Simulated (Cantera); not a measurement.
An isothermal, constant-pressure homogeneous reactor starts with 24.4 % CH4, 75.6 % H2O, at 2100 K and 35000 Pa.

Model: GRI-Mech 3.0 (53 species, 325 reactions), integrated in Cantera.

One state of this run: x CH4 = 0.000267; x H2O = 0.326; x CH2 = 3.35e-7; x CO2 = 0.0188; x CH2CO = 5.05e-7; x CH2O = 3.09e-7. x: mole fraction; the columns are a selection and need not sum to one.

Task: Which value of t (s) does it belong to?
A) 0.0200
B) 2.00e-6
C) 4.31e-5
D) 0.000928

Result: A, 0.0200
